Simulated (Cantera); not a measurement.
A perfectly stirred reactor is fed with CO : H2 : O2 : N2 = 1 : 0.065 : 1.02 : 6.86 (molar parts), at 7.90 bar; it is adiabatic with a 373 K inlet, and is followed from long to short residence time, starting on the burning branch (τ in s: 0.21, 0.1, 0.048, 0.023, 0.011, 0.0054, 0.0026, 0.0012, 0.0006, 0.00029, 0.00014, 6.6e-05, 3.2e-05).

Model: GRI-Mech 3.0 (53 species, 325 reactions), integrated in Cantera. The hydrogen kinetics of GRI-Mech 3.0 are dated; newer H2 mechanisms differ, most at raised pressure.

### Question
Predict: blow-out, bracketed by the residence times tried; x(CO) at τ = 0.210 s; x(H2) at τ = 0.210 s; x(O2) at τ = 0.210 s; x(H2O2) at τ = 0.210 s; x(NO) at τ = 0.210 s; x(CO) at τ = 2.60 ms; x(H2) at τ = 2.60 ms; x(O2) at τ = 2.60 ms.

### Answer
- blow-out, bracketed by the residence times tried: burning at 23.0 ms, out at 11.0 ms
- x(CO) at τ = 0.210 s: 0.000893
- x(H2) at τ = 0.210 s: 6.46e-6
- x(O2) at τ = 0.210 s: 0.0583
- x(H2O2) at τ = 0.210 s: 4.48e-8
- x(NO) at τ = 0.210 s: 1.17e-5
- x(CO) at τ = 2.60 ms: 0.112
- x(H2) at τ = 2.60 ms: 0.00727
- x(O2) at τ = 2.60 ms: 0.114
